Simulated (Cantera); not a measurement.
Feed: 1 mol SiO2, 1.9 mol MgO, 0.25 mol H2O, at 2.40 bar.

Equilibrium computed with Cantera from the NASA thermochemical tables; the gas is ideal and each condensed phase is pure. Candidate condensed phases: H2O, Mg, MgO, Mg(OH)2, MgSiO3, Mg2SiO4, Si, SiO2; 24 gas species. Mutual solubility and eutectic melting of coexisting phases are not modelled. Condensed phases not in the tables: alloys, solid solutions and most ternary compounds. Equilibrium is a limit: real reactors are often held back by kinetics, nucleation or transport.

At 1427 °C, list the 4 most abundant gas species with their mole fractions, and the condensed phases.

H2O 0.999, H2 0.000726, O2 0.000318, OH 0.000182. Condensed: MgSiO3(s) + Mg2SiO4(s).
